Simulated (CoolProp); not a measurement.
Vapour-liquid equilibrium of n-butane (1) + cis-2-butene (2) at 1.65 MPa; x and y are mole fractions of (1).

The numbers come from the multi-fluid Helmholtz-energy mixture model, Bücker 2006 and Lemmon 2005; pair parameters Bell 2016 in CoolProp.

```json
[
 {"x": "0.05", "bubble temperature (K)": "380.5", "y at the bubble point": "0.054", "dew temperature at overall composition x (K)": "380.5", "liquid density (mol/L)": "8.794"},
 {"x": "0.2", "bubble temperature (K)": "379.6", "y at the bubble point": "0.211", "dew temperature at overall composition x (K)": "379.6", "liquid density (mol/L)": "8.644"},
 {"x": "0.35", "bubble temperature (K)": "378.9", "y at the bubble point": "0.362", "dew temperature at overall composition x (K)": "378.9", "liquid density (mol/L)": "8.497"},
 {"x": "0.5", "bubble temperature (K)": "378.3", "y at the bubble point": "0.510", "dew temperature at overall composition x (K)": "378.3", "liquid density (mol/L)": "8.355"},
 {"x": "0.65", "bubble temperature (K)": "377.9", "y at the bubble point": "0.657", "dew temperature at overall composition x (K)": "377.9", "liquid density (mol/L)": "8.216"},
 {"x": "0.8", "bubble temperature (K)": "377.5", "y at the bubble point": "0.804", "dew temperature at overall composition x (K)": "377.5", "liquid density (mol/L)": "8.081"},
 {"x": "0.95", "bubble temperature (K)": "377.3", "y at the bubble point": "0.951", "dew temperature at overall composition x (K)": "377.3", "liquid density (mol/L)": "7.950"}
]
```

No azeotrope shows between x = 0.05 and 0.95.

Pair parameters are fitted to limited data, so mixtures are less certain than the pure fluids.
